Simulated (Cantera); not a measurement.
## Reactions in the system N-O-V

Cantera with NASA thermochemical tables; ideal gases at 1 bar, condensed phases pure. Values are per mole of reaction as written; species without (g) are pure solids or liquids, kept so even where they would boil at 1 bar. VN: taken at fixed stoichiometry.

3 V2O5 + 4 VN ⇌ 4 N(g) + 5 V2O3

```csv
T (K),ΔH° (kJ),ΔS° (J/K),ΔG° (kJ),log10 K,condensed phases
300,1317.3,563.6,1148.2,-199.92,"V2O5(s), VN(s), V2O3(s)"
1198,1138.0,391.5,669.1,-29.17,"V2O5(l), VN(s), V2O3(s)"
1248,1138.4,391.8,649.5,-27.18,"V2O5(l), VN(s), V2O3(s)"
1298,1139.1,392.3,629.9,-25.35,"V2O5(l), VN(s), V2O3(s)"
1348,1140.1,393.1,610.2,-23.65,"V2O5(l), VN(s), V2O3(s)"
1398,1141.3,394.0,590.6,-22.07,"V2O5(l), VN(s), V2O3(s)"
1448,1142.8,395.0,570.8,-20.59,"V2O5(l), VN(s), V2O3(s)"
1498,1144.7,396.3,551.1,-19.21,"V2O5(l), VN(s), V2O3(s)"
1548,1146.8,397.6,531.2,-17.92,"V2O5(l), VN(s), V2O3(s)"
1598,1149.2,399.2,511.3,-16.71,"V2O5(l), VN(s), V2O3(s)"
1648,1151.9,400.9,491.3,-15.57,"V2O5(l), VN(s), V2O3(s)"
```

10 V + 4 N2O(g) ⇌ V2O4 + 8 VN

```
T (K)  ΔH° (kJ)  ΔS° (J/K)  ΔG° (kJ)  log10 K
-----  --------  ---------  --------  -------
300     -3490.8     -767.5   -3260.5   567.69
1198    -3426.0     -661.1   -2634.0   114.84
1248    -3422.7     -658.4   -2601.0   108.86
1298    -3419.4     -655.8   -2568.1   103.35
1348    -3416.2     -653.4   -2535.4    98.24
1398    -3413.0     -651.1   -2502.8    93.51
1448    -3409.9     -648.9   -2470.3    89.11
1498    -3406.8     -646.8   -2437.9    85.01
1548    -3403.9     -644.9   -2405.6    81.17
1598    -3401.0     -643.0   -2373.4    77.58
1648    -3398.2     -641.3   -2341.3    74.21
```
